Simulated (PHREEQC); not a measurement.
Make-up at 25 °C: 0.02 mol/kgw KOH, 0.016 mol/kgw Fe(NO3)3 and 0.011 mol/kgw CuSO4. It is in equilibrium with CO2 at log p = 0 (atm). Otherwise closed; pH follows from the charge balance.

Equilibrium calculation in PHREEQC: ion-association model, phreeqc.dat.

**Question.** The ionic strength comes out as 0.120 mol/kgw. What activity coefficients do HSO4-, Fe3(OH)4+5, KSO4-, FeSO4+, HCO3- get?

**Answer.** HSO4- 0.77, Fe3(OH)4+5 0.0015, KSO4- 0.78, FeSO4+ 0.77, HCO3- 0.78.

This is a speciation only: nothing precipitates in the calculation. Saturation is exceeded, for instance for Jarosite-K, Fe(OH)3(a); the values hold only as long as no solid forms.
